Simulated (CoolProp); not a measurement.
Saturation properties of hexamethyldisiloxane (MM).

Values from CoolProp's reference Helmholtz-energy equation of state, Thol 2016.

```json
[
 {"T (K)": "291.7", "p (MPa)": "0.003984", "liquid density (kg/m³)": "766.3", "vapour density (kg/m³)": "0.2684", "liquid cp (kJ/(kg K))": "1.883", "surface tension (mN/m)": "16.0"},
 {"T (K)": "296.8", "p (MPa)": "0.005205", "liquid density (kg/m³)": "760.9", "vapour density (kg/m³)": "0.3451", "liquid cp (kJ/(kg K))": "1.896", "surface tension (mN/m)": "15.5"},
 {"T (K)": "302", "p (MPa)": "0.006757", "liquid density (kg/m³)": "755.4", "vapour density (kg/m³)": "0.4410", "liquid cp (kJ/(kg K))": "1.910", "surface tension (mN/m)": "15.1"},
 {"T (K)": "307.1", "p (MPa)": "0.008636", "liquid density (kg/m³)": "750.0", "vapour density (kg/m³)": "0.5553", "liquid cp (kJ/(kg K))": "1.923", "surface tension (mN/m)": "14.6"},
 {"T (K)": "312.2", "p (MPa)": "0.01093", "liquid density (kg/m³)": "744.6", "vapour density (kg/m³)": "0.6926", "liquid cp (kJ/(kg K))": "1.937", "surface tension (mN/m)": "14.2"},
 {"T (K)": "317.3", "p (MPa)": "0.01370", "liquid density (kg/m³)": "739.1", "vapour density (kg/m³)": "0.8562", "liquid cp (kJ/(kg K))": "1.951", "surface tension (mN/m)": "13.7"},
 {"T (K)": "322.4", "p (MPa)": "0.01702", "liquid density (kg/m³)": "733.5", "vapour density (kg/m³)": "1.050", "liquid cp (kJ/(kg K))": "1.965", "surface tension (mN/m)": "13.3"},
 {"T (K)": "327.6", "p (MPa)": "0.02105", "liquid density (kg/m³)": "727.8", "vapour density (kg/m³)": "1.282", "liquid cp (kJ/(kg K))": "1.979", "surface tension (mN/m)": "12.9"},
 {"T (K)": "332.7", "p (MPa)": "0.02573", "liquid density (kg/m³)": "722.2", "vapour density (kg/m³)": "1.548", "liquid cp (kJ/(kg K))": "1.994", "surface tension (mN/m)": "12.4"},
 {"T (K)": "337.8", "p (MPa)": "0.03121", "liquid density (kg/m³)": "716.5", "vapour density (kg/m³)": "1.856", "liquid cp (kJ/(kg K))": "2.008", "surface tension (mN/m)": "12.0"},
 {"T (K)": "342.9", "p (MPa)": "0.03759", "liquid density (kg/m³)": "710.8", "vapour density (kg/m³)": "2.211", "liquid cp (kJ/(kg K))": "2.023", "surface tension (mN/m)": "11.6"},
 {"T (K)": "348", "p (MPa)": "0.04498", "liquid density (kg/m³)": "705.0", "vapour density (kg/m³)": "2.618", "liquid cp (kJ/(kg K))": "2.038", "surface tension (mN/m)": "11.1"},
 {"T (K)": "353.1", "p (MPa)": "0.05347", "liquid density (kg/m³)": "699.2", "vapour density (kg/m³)": "3.082", "liquid cp (kJ/(kg K))": "2.053", "surface tension (mN/m)": "10.7"},
 {"T (K)": "358.3", "p (MPa)": "0.06339", "liquid density (kg/m³)": "693.1", "vapour density (kg/m³)": "3.620", "liquid cp (kJ/(kg K))": "2.069", "surface tension (mN/m)": "10.3"}
]
```

It boils at 373.7 K under 1 atm.

Surface tension comes from a separate correlation (Mulero 2014), older than this fluid's equation and unchecked against measurements.
